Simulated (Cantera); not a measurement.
Charge: 1 mol Si, a varied amount of HBr, 3.8 mol N2, held at 1173 K and 0.0735 Torr.

These are equilibrium values from Cantera (NASA tables, ideal gas, pure condensed phases), not measurements of a reactor. Candidate condensed phases: Br2, Si, Si3N4; 28 gas species. N2 is the only nitrogen source here; it is nearly inert below about 1500 K, so the nitride shown seldom forms there in practice. Equilibrium is a limit: real reactors are often held back by kinetics, nucleation or transport.

Problem. Which condensed phases are stable at each of these points (n(HBr) (mol)): 2.7, 4.7, 6.7, 8.7, 11, 13, 15, 17, 19, 21?

Solution. 
| n(HBr) (mol) | condensed phases | Si condensed (%) |
|---|---|---|
| 2.7 | Si3N4(s) | 82.6 |
| 4.7 | Si3N4(s) | 66.6 |
| 6.7 | Si3N4(s) | 49.4 |
| 8.7 | Si3N4(s) | 31.4 |
| 11 | Si3N4(s) | 9.9 |
| 13 | gas only | 0.0 |
| 15 | gas only | 0.0 |
| 17 | gas only | 0.0 |
| 19 | gas only | 0.0 |
| 21 | gas only | 0.0 |

From 2.7 mol HBr to 11 mol HBr the condensed part is Si3N4(s). From 13 mol HBr to 21 mol HBr nothing is condensed.
